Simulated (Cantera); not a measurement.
# Hydrocarbon pyrolysis for carbon deposition

An isothermal, constant-pressure homogeneous reactor starts with 2.56 % CH4, 97.4 % N2, at 1673 K and 2670 Pa.

Detailed kinetics in Cantera: GRI-Mech 3.0 (53 species, 325 reactions). GRI-Mech 3.0 stops at C3 and has no aromatics, soot or wall deposition, so with more carbon than oxygen in the feed, carbon stays in small species such as C2H2 where larger ones or solid carbon would form. Radical loss at walls, strong at low pressure, is not modelled.

| t (s) | x CH4 | x C2H2 | x HCN | x C2H | x CH2 | x C2H4 | x CH3 |
|---|---|---|---|---|---|---|---|
| 2.00e-5 | 0.0256 | <1e-12 | <1e-12 | <1e-12 | <1e-12 | <1e-12 | 1.15e-7 |
| 4.69e-5 | 0.0256 | <1e-12 | <1e-12 | <1e-12 | <1e-12 | <1e-12 | 3.11e-7 |
| 0.000110 | 0.0256 | <1e-12 | <1e-12 | <1e-12 | 3.05e-12 | 1.53e-12 | 8.60e-7 |
| 0.000257 | 0.0256 | <1e-12 | <1e-12 | <1e-12 | 2.10e-11 | 3.50e-11 | 2.27e-6 |
| 0.000602 | 0.0256 | 1.35e-12 | <1e-12 | <1e-12 | 1.07e-10 | 6.16e-10 | 5.64e-6 |
| 0.00141 | 0.0256 | 4.89e-11 | <1e-12 | <1e-12 | 4.85e-10 | 9.08e-9 | 1.35e-5 |
| 0.00331 | 0.0256 | 1.59e-9 | <1e-12 | <1e-12 | 2.26e-9 | 1.23e-7 | 3.19e-5 |
| 0.00775 | 0.0256 | 4.99e-8 | 5.23e-12 | <1e-12 | 1.10e-8 | 1.59e-6 | 7.48e-5 |
| 0.0181 | 0.0254 | 1.53e-6 | 5.48e-11 | 2.51e-11 | 5.25e-8 | 1.96e-5 | 0.000173 |
| 0.0425 | 0.0247 | 4.62e-5 | 1.28e-9 | 7.29e-10 | 2.25e-7 | 0.000210 | 0.000380 |
| 0.0996 | 0.0206 | 0.00108 | 4.66e-8 | 1.24e-8 | 6.05e-7 | 0.00108 | 0.000594 |
| 0.233 | 0.0120 | 0.00595 | 5.10e-7 | 5.53e-8 | 5.55e-7 | 0.000511 | 0.000409 |
| 0.547 | 0.00535 | 0.00969 | 1.84e-6 | 9.50e-8 | 3.60e-7 | 9.03e-5 | 0.000209 |
| 1.28 | 0.00181 | 0.0116 | 4.51e-6 | 1.38e-7 | 2.04e-7 | 1.31e-5 | 8.85e-5 |
| 3.00 | 0.000512 | 0.0122 | 8.63e-6 | 1.80e-7 | 9.19e-8 | 1.99e-6 | 3.11e-5 |
x: mole fraction; the columns are a selection and need not sum to one.

Equilibrium at this temperature and pressure: CH4 1.22e-6, C2H2 0.00158, HCN 0.0218, C2H 2.81e-8, CH2 3.29e-10, C2H4 9.44e-8, CH3 9.02e-8 (gas phase only).
